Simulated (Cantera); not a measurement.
Cantera run:

```python
import numpy as np
import cantera as ct

gas_names = """
    H HO2 H2 H2O H2O2 Mg MgH MgO MgOH MgO2H2 Mg2 O OH O2 O3
""".split()
cond_names = """
    H2O(s) H2O(L) Mg(cr) Mg(L) MgO(s) MgO(L) MgO2H2(s)
""".split()


def load(file, names, dense=False):
    # The tables refer to 1 bar. Condensed volumes are neglected.
    table = {s.name: s for s in ct.Species.list_from_file(file)}
    out = []
    for n in names:
        d = dict(table[n].input_data)
        d["thermo"] = dict(d["thermo"], **{"reference-pressure": 1e5})
        if dense:
            d["equation-of-state"] = {"model": "constant-volume", "density": "1e6 g/cm^3"}
        out.append(ct.Species.from_dict(d))
    return out


gas = ct.Solution(thermo="ideal-gas", species=load("nasa_gas.yaml", gas_names))
cond = {s.name: ct.Solution(thermo="fixed-stoichiometry", species=[s], name=s.name)
        for s in load("nasa_condensed.yaml", cond_names, dense=True)}
atoms = {
    'Mg(OH)2': {'Mg': 1, 'O': 2, 'H': 2},
    'H2O': {'H': 2, 'O': 1},
}
top_T = {}  # K; cautious upper limits of use, not melting points


def equilibrate(T, P, feed):
    n = {}
    for name, mol in feed.items():
        for a, k in atoms[name].items():
            n[a] = n.get(a, 0.0) + k * mol
    gas.TPX = T, P, n
    mass = sum(n.values()) * gas.mean_molecular_weight
    gas.equilibrate("TP")
    valid = [c for c in cond.values() if c.min_temp <= T <= top_T.get(c.name, c.max_temp)]
    mix = ct.Mixture([(gas, mass / gas.mean_molecular_weight)] + [(c, 0.0) for c in valid])
    mix.T, mix.P = T, P
    mix.equilibrate("TP", solver="vcs", rtol=1e-11, max_steps=5000)
    return mix


results = []
feed = {'Mg(OH)2': 1, 'H2O': 0.06}  # mol
P = 1333.22  # Pa
for T in [550, 700, 850, 1000, 1150, 1300, 1450, 1600, 1750, 1900, 2050, 2200]:
    mix = equilibrate(T, P, feed)
    results.append((T, P, feed, dict(zip(mix.species_names, mix.species_moles))))

top = {s: max(r[3][s] / sum(r[3][g] for g in gas_names) for r in results) for s in gas_names}
cols = sorted((s for s in top if top[s] > 1e-05), key=lambda s: -top[s])[:7]
seen = [c for c in cond_names if any(r[3].get(c, 0) > 1e-12 for r in results)]
print("log10 of partial pressures in bar; condensed amounts in mol")
print(f"{'T/K':>10s}" + "".join(f"{s[:9]:>10s}" for s in cols + seen))
for T, P, feed, n in results:
    ng = sum(n[g] for g in gas_names)
    print(f"{T:10.4g}" + "".join(f"{np.log10(max(n[s] / ng * P / 1e5, 1e-99)):10.3f}" for s in cols)
          + "".join(f"{n.get(c, 0):10.4g}" for c in seen))
```

It prints:

```
log10 of partial pressures in bar; condensed amounts in mol
       T/K       H2O        H2        OH        O2         H         O        Mg    MgO(s)
       550    -1.875   -14.859   -17.920   -15.162   -25.503   -28.137   -51.817         1
       700    -1.875   -11.536   -13.798   -11.838   -19.365   -21.365   -38.300         1
       850    -1.875    -9.374   -11.124    -9.679   -15.375   -16.969   -29.580         1
      1000    -1.875    -7.852    -9.248    -8.162   -12.570   -13.885   -23.496         1
      1150    -1.875    -6.722    -7.860    -7.039   -10.488   -11.600   -19.013         1
      1300    -1.875    -5.849    -6.791    -6.175    -8.881    -9.840   -15.576         1
      1450    -1.875    -5.154    -5.943    -5.491    -7.601    -8.443   -12.858         1
      1600    -1.877    -4.587    -5.255    -4.936    -6.558    -7.306   -10.657         1
      1750    -1.879    -4.117    -4.686    -4.478    -5.692    -6.365    -8.838         1
      1900    -1.886    -3.724    -4.210    -4.095    -4.963    -5.573    -7.310         1
      2050    -1.902    -3.395    -3.810    -3.773    -4.342    -4.899    -6.008    0.9998
      2200    -1.932    -3.123    -3.475    -3.502    -3.811    -4.319    -4.885    0.9985
```

These are equilibrium values from Cantera (NASA tables, ideal gas, pure condensed phases), not measurements of a reactor.
